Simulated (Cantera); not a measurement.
**Equilibrium for tantalum, niobium, vanadium and zirconium in process gases: V + H₂O**

Charge: 1 mol V, 1.7 mol H₂O, held at 2275 K and 133 Pa.

Cantera equilibrium calculation (NASA polynomials, part measured and part estimated; ideal gas, pure solids and liquids). Candidate condensed phases: H₂O, V, VO, V₂O₃, V₂O₄, V₂O₅; 12 gas species. VO: taken at fixed stoichiometry. Kinetics and transport are ignored.

| Property | Result |
|---|---|
| x(H₂) | 0.524 |
| x(VO₂) | 0.235 |
| x(H) | 0.168 |
| x(VO) | 0.0443 |
| x(H₂O) | 0.0259 |
| x(OH) | 0.00130 |
| x(V) | 0.00105 |
| x(O) | 0.000286 |
| x(O₂) | 5.92e-6 |
| n(VO(l)) | 0.250 mol |
| gas amount | 2.678 mol |
| log10 activity of V(l) (absent) | -1.78 |
| log10 activity of V₂O₅(l) (absent) | -7.39 |
